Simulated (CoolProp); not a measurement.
A closed Brayton cycle with carbon dioxide: compressor inlet 324.15 K and 9.8 MPa, high pressure 20.8 MPa, turbine inlet 815 K, compressor efficiency 0.89, turbine efficiency 0.85, recuperator effectiveness 0 (on enthalpy, no pinch check). Each further row changes one setting.

Computed with CoolProp (reference Helmholtz-energy equation of state, Span 1996).

```csv
case,thermal efficiency (%),net work (kJ/kg),compressor to turbine work,compressor exit (K),turbine exit (K)
as stated,10.9,65.2,0.31,374.2,729.1
turbine inlet 765 K,10.9,58.7,0.33,374.2,682.1
compressor inlet 334.15 K,10.5,58.7,0.38,394.0,729.1
high pressure 17.7 MPa,8.7,53.2,0.29,363.4,747.2
recuperator effectiveness 0.5,16.8,65.2,0.31,374.2,729.1
```
